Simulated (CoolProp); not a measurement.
Properties of octamethyltrisiloxane (MDM) along the isotherm 352.2 K.

Computed with CoolProp (reference Helmholtz-energy equation of state, Thol 2017).

```tsv
p (kPa)	phase	Z	cv (kJ/(kg K))	isothermal compressibility (1/MPa)	fugacity coefficient
1200	liquid	0.1272	1.601	0.002800	0.008150
2400	liquid	?	1.602	0.002696	0.004626
3590	liquid	0.3781	1.602	0.002602	0.003507
4790	liquid	0.5029	1.603	0.002513	0.002982
5990	liquid	0.6270	1.603	0.002432	0.002704
7190	liquid	0.7505	1.604	0.002356	0.002554
8390	liquid	0.8733	1.604	0.002286	0.002480
9580	liquid	0.9945	1.605	0.002220	0.002458
10800	liquid	?	1.605	0.002158	0.002474
12000	liquid	1.239	1.606	0.002100	0.002521
13200	liquid	1.360	1.606	0.002045	?
14400	liquid	1.480	?	0.001994	0.002690
```

Question: Fill in the missing entries.

Answer: 
- 2400, Z: 0.2535
- 10800, Z: 1.118
- 13200, fugacity coefficient: 0.002594
- 14400, cv (kJ/(kg K)): 1.607
